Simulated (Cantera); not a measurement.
An isothermal, constant-pressure homogeneous reactor starts with 2.94 % CH₄, 97.1 % N₂, at 1573 K and 9.00 Torr.

Cantera simulation using GRI-Mech 3.0 (53 species, 325 reactions); the numbers are that mechanism's predictions, not measurements. GRI-Mech 3.0 stops at C3 and has no aromatics, soot or wall deposition, so with more carbon than oxygen in the feed, carbon stays in small species such as C2H2 where larger ones or solid carbon would form. Radical loss at walls, strong at low pressure, is not modelled.

Question: Predict: x(CH₄) at 200 s; x(C₂H₂) at 200 s; x(C₂H₄) at 200 s; x(H) at 200 s; x(H₂) at 200 s; x(CH₂) at 200 s.

Answer: 
```json
{
  "x(CH₄) at 200 s": "4.21e-5 (gas-phase equilibrium 2.02e-6)",
  "x(C₂H₂) at 200 s": "0.0143 (gas-phase equilibrium 0.00225)",
  "x(C₂H₄) at 200 s": "1.03e-6 (gas-phase equilibrium 1.63e-7)",
  "x(H) at 200 s": "7.68e-5 (gas-phase equilibrium 7.73e-5)",
  "x(H₂) at 200 s": "0.0428 (gas-phase equilibrium 0.0428)",
  "x(CH₂) at 200 s": "2.49e-9 (gas-phase equilibrium 1.21e-10)"
}
```
